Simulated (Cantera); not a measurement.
Input: 1 mol Al2O3, 0.14 mol O2, at 3.20 bar.

Method: chemical equilibrium by Gibbs-energy minimisation in Cantera with the NASA 1993 tables (ideal gas, pure condensed phases). Candidate condensed phases: Al, Al2O3; 9 gas species. Equilibrium is a limit: real reactors are often held back by kinetics, nucleation or transport. All values below are at 1675 °C.

Base state: O2 1.000, O 0.000248 (mole fractions); condensed: Al2O3(s).

### Question
What changes in the equilibrium state with this change: pressure from 3.20 bar to 0.133 bar?

### Answer
```
species          before    after
-------------  --------  -------
O2                1.000    0.999
O              0.000248  0.00122
Al2O3(s), mol      1.00     1.00
```

### Question
What changes in the equilibrium state with this change: pressure from 3.20 bar to 0.0133 bar?

### Answer
```
species          before    after
-------------  --------  -------
O2                1.000    0.996
O              0.000248  0.00384
Al2O3(s), mol      1.00     1.00
```
